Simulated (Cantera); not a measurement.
Feed: 1 mol CuO, 0.78 mol F₂, 0.51 mol O₂, at 1648 K and 13.3 mbar.

Equilibrium computed with Cantera from the NASA thermochemical tables; the gas is ideal and each condensed phase is pure. Candidate condensed phases: Cu, CuF₂, CuO, Cu₂O; 13 gas species. Rates play no part.

Base state: O₂ 0.500, CuF₂ 0.271, CuF 0.223, F 0.00569, O 0.000155, Cu 2.13e-5 (mole fractions); condensed: gas only.

Q: What changes in the equilibrium state with this change: temperature from 1648 K to 948 K?

A: 
```json
[
 {"species": "O₂", "before": "0.500", "after": "1.000"},
 {"species": "CuF₂", "before": "0.271", "after": "0.000169"},
 {"species": "CuF", "before": "0.223", "after": "6.41e-6"},
 {"species": "F", "before": "0.00569", "after": "1.62e-9"},
 {"species": "O", "before": "0.000155", "after": "<1e-9"},
 {"species": "CuF₂(s), mol", "before": "0", "after": "0.780"},
 {"species": "CuO(s), mol", "before": "0", "after": "0.220"}
]
```
